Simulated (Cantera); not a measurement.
Cantera run:

```python
import numpy as np
import cantera as ct

gas_names = """
    H HNO HNO2 HNO3 HO2 H2 H2O H2O2 N NH NH2 NH3 NH2OH NO NO2 NO3 N2 N2H2 N2H4 N2O O OH O2 O3 Si SiH
    SiH2 SiH3 SiH4 SiN SiO SiO2 Si2 Si2N Si3
""".split()
cond_names = """
    H2O(s) H2O(L) Si(cr) Si(L) SiO2(Lqz) SiO2(hqz) SiO2(L) Si2N2O(s) Si3N4(a)
""".split()


# ... load() reads the species with a 1 bar reference pressure and builds the phases ...
atoms = {
    'Si': {'Si': 1},
    'H2O': {'H': 2, 'O': 1},
    'N2': {'N': 2},
    'H2': {'H': 2},
}
top_T = {'Si2N2O(s)': 2100, 'Si3N4(a)': 2400}  # K; cautious upper limits of use, not melting points


# ... equilibrate(T, P, feed) seeds the gas with the atoms and calls Mixture.equilibrate('TP', solver="vcs", rtol=1e-11, max_steps=5000) ...
results = []
feed = {'Si': 1, 'H2O': 3.3, 'N2': 520, 'H2': 0.33}  # mol
P = 0.2  # Pa
for T in [1500, 1575, 1650, 1725, 1800, 1875, 1950, 2025, 2100, 2175]:
    mix = equilibrate(T, P, feed)
    results.append((T, P, feed, dict(zip(mix.species_names, mix.species_moles))))
    x = sorted(zip(gas.X, gas.species_names), reverse=True)
    print(f"T = {T:g} K  P = {P:g} Pa  gas = {mix.phase_moles(0):.4g} mol")
    print("   x: " + "  ".join(f"{s} {v:.3e}" for v, s in x if v > 1e-05))
    print("   condensed (mol): " + ("  ".join(f"{mix.phase(i).name} {mix.phase_moles(i):.4g}"
          for i in range(1, mix.n_phases) if mix.phase_moles(i) > 1e-12) or "none"))
```

Output:

```
T = 1500 K  P = 0.2 Pa  gas = 524.3 mol
   x: N2 9.919e-01  H2O 3.296e-03  H2 3.262e-03  SiO 8.483e-04  H 7.109e-04  OH 2.051e-05
   condensed (mol): SiO2(hqz) 0.5547
T = 1575 K  P = 0.2 Pa  gas = 525.1 mol
   x: N2 9.903e-01  H2O 4.105e-03  H2 2.089e-03  SiO 1.899e-03  H 1.343e-03  OH 9.586e-05  O 5.174e-05  O2 4.671e-05  NO 2.901e-05
   condensed (mol): none
T = 1650 K  P = 0.2 Pa  gas = 525.7 mol
   x: N2 9.891e-01  H2O 3.395e-03  H 2.853e-03  H2 1.973e-03  SiO 1.896e-03  O 2.615e-04  OH 2.218e-04  O2 2.040e-04  NO 8.325e-05
   condensed (mol): none
T = 1725 K  P = 0.2 Pa  gas = 526.9 mol
   x: N2 9.868e-01  H 5.604e-03  H2O 2.089e-03  SiO 1.893e-03  H2 1.821e-03  O 8.650e-04  O2 4.442e-04  OH 3.542e-04  NO 1.640e-04
   condensed (mol): none
T = 1800 K  P = 0.2 Pa  gas = 528.5 mol
   x: N2 9.838e-01  H 9.181e-03  O 1.950e-03  SiO 1.889e-03  H2 1.315e-03  H2O 7.823e-04  O2 5.134e-04  OH 3.607e-04  NO 2.296e-04
   condensed (mol): none
T = 1875 K  P = 0.2 Pa  gas = 529.7 mol
   x: N2 9.816e-01  H 1.186e-02  O 3.072e-03  SiO 1.887e-03  H2 6.543e-04  O2 3.262e-04  NO 2.335e-04  OH 2.241e-04  H2O 1.586e-04
   condensed (mol): none
T = 1950 K  P = 0.2 Pa  gas = 530.2 mol
   x: N2 9.806e-01  H 1.303e-02  O 3.749e-03  SiO 1.885e-03  H2 2.585e-04  NO 1.902e-04  O2 1.380e-04  OH 1.004e-04  H2O 2.192e-05
   condensed (mol): none
T = 2025 K  P = 0.2 Pa  gas = 530.4 mol
   x: N2 9.803e-01  H 1.345e-02  O 4.051e-03  SiO 1.885e-03  NO 1.413e-04  H2 9.762e-05  O2 5.018e-05  OH 4.050e-05
   condensed (mol): none
T = 2100 K  P = 0.2 Pa  gas = 530.5 mol
   x: N2 9.802e-01  H 1.359e-02  O 4.180e-03  SiO 1.885e-03  NO 1.030e-04  H2 3.806e-05  O2 1.807e-05  OH 1.642e-05
   condensed (mol): none
T = 2175 K  P = 0.2 Pa  gas = 530.5 mol
   x: N2 9.801e-01  H 1.365e-02  O 4.239e-03  SiO 1.885e-03  NO 7.553e-05  H2 1.563e-05
   condensed (mol): none
```

Method: chemical equilibrium by Gibbs-energy minimisation in Cantera with the NASA 1993 tables (ideal gas, pure condensed phases). The tables hold silica as quartz up to 1696 K and as liquid above; real silica turns to tridymite and cristobalite and melts near 1996 K.
